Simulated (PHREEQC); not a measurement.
Dissolve 91 mmol/kgw NH4HS and 0.03 mmol/kgw MnCl2 at 20 °C. Closed to the air; pH follows from the charge balance.

The numbers come from PHREEQC with the ion-association model, wateq4f.dat.

```tsv
quantity	before	after
pH	8.20	8.19
H2S (mol/kgw)	0.00429	0.00802
NH3 (mol/kgw)	0.00428	0.00801
```

### Question
Which change was made?
A) MnCl2 left out
B) NH4HS from 0.091 to 0.182 mol/kgw
C) diluted 2-fold with water
D) diluted 100-fold with water
E) MnCl2 from 3e-05 to 3e-06 mol/kgw

### Answer
B, NH4HS from 0.091 to 0.182 mol/kgw

Precipitation was switched off in this run.
